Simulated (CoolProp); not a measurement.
Values from CoolProp's reference Helmholtz-energy equation of state, Lemmon 2006. It is a short technical equation, of lower accuracy than the large ones.

Give the vapour pressure (bar), liquid density (kg/m³), vapour density (kg/m³), liquid cp (kJ/(kg K)) of saturated hydrogen sulfide at -23.45, -20.95, 1.15 °C.


```tsv
T (°C)	p (bar)	liquid density (kg/m³)	vapour density (kg/m³)	liquid cp (kJ/(kg K))
-23.45	4.84	881	8.53	2.02
-20.95	5.29	876	9.27	2.03
1.15	10.7	831	18.1	2.10
```
